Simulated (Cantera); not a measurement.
## C6H6 + CO2 + N2 (carbon deposition, reforming and gasification)

Charge: 1 mol C6H6, 1.4 mol CO2, 0.51 mol N2, held at 1.10 bar.

These are equilibrium values from Cantera (NASA tables, ideal gas, pure condensed phases), not measurements of a reactor. Candidate condensed phases: C, C6H6, C7H8, C8H18, H2O; 136 gas species. Rates play no part.

From 1100 K to 1700 K the condensed part is C(graphite). The main C-bearing gas is CO throughout.

```json
[
 {"T (K)": "1100", "log p H2": "-0.30", "log p CO": "-0.34", "log p N2": "-1.03", "log p H2O": "-1.69", "log p CO2": "-1.74", "log p CH4": "-2.04", "log p HCN": "-5.32", "n C(graphite)": "4.76"},
 {"T (K)": "1150", "log p H2": "-0.29", "log p CO": "-0.33", "log p N2": "-1.04", "log p H2O": "-1.95", "log p CO2": "-2.06", "log p CH4": "-2.21", "log p HCN": "-5.04", "n C(graphite)": "4.68"},
 {"T (K)": "1200", "log p H2": "-0.29", "log p CO": "-0.32", "log p N2": "-1.05", "log p H2O": "-2.19", "log p CO2": "-2.36", "log p CH4": "-2.38", "log p HCN": "-4.79", "n C(graphite)": "4.64"},
 {"T (K)": "1250", "log p H2": "-0.29", "log p CO": "-0.32", "log p N2": "-1.05", "log p H2O": "-2.42", "log p CO2": "-2.65", "log p CH4": "-2.53", "log p HCN": "-4.56", "n C(graphite)": "4.62"},
 {"T (K)": "1300", "log p H2": "-0.28", "log p CO": "-0.31", "log p N2": "-1.05", "log p H2O": "-2.64", "log p CO2": "-2.91", "log p CH4": "-2.67", "log p HCN": "-4.35", "n C(graphite)": "4.61"},
 {"T (K)": "1350", "log p H2": "-0.28", "log p CO": "-0.31", "log p N2": "-1.05", "log p H2O": "-2.84", "log p CO2": "-3.16", "log p CH4": "-2.81", "log p HCN": "-4.15", "n C(graphite)": "4.60"},
 {"T (K)": "1400", "log p H2": "-0.28", "log p CO": "-0.31", "log p N2": "-1.05", "log p H2O": "-3.02", "log p CO2": "-3.39", "log p CH4": "-2.93", "log p HCN": "-3.97", "n C(graphite)": "4.60"},
 {"T (K)": "1450", "log p H2": "-0.28", "log p CO": "-0.31", "log p N2": "-1.05", "log p H2O": "-3.20", "log p CO2": "-3.60", "log p CH4": "-3.05", "log p HCN": "-3.80", "n C(graphite)": "4.60"},
 {"T (K)": "1500", "log p H2": "-0.28", "log p CO": "-0.31", "log p N2": "-1.05", "log p H2O": "-3.36", "log p CO2": "-3.80", "log p CH4": "-3.16", "log p HCN": "-3.64", "n C(graphite)": "4.60"},
 {"T (K)": "1550", "log p H2": "-0.28", "log p CO": "-0.31", "log p N2": "-1.05", "log p H2O": "-3.51", "log p CO2": "-3.99", "log p CH4": "-3.26", "log p HCN": "-3.49", "n C(graphite)": "4.60"},
 {"T (K)": "1600", "log p H2": "-0.28", "log p CO": "-0.31", "log p N2": "-1.05", "log p H2O": "-3.65", "log p CO2": "-4.16", "log p CH4": "-3.35", "log p HCN": "-3.36", "n C(graphite)": "4.60"},
 {"T (K)": "1650", "log p H2": "-0.28", "log p CO": "-0.31", "log p N2": "-1.05", "log p H2O": "-3.79", "log p CO2": "-4.32", "log p CH4": "-3.44", "log p HCN": "-3.23", "n C(graphite)": "4.60"},
 {"T (K)": "1700", "log p H2": "-0.28", "log p CO": "-0.31", "log p N2": "-1.05", "log p H2O": "-3.91", "log p CO2": "-4.47", "log p CH4": "-3.53", "log p HCN": "-3.10", "n C(graphite)": "4.59"}
]
```
log p: log10 of the partial pressure in bar; n: condensed amount in mol.
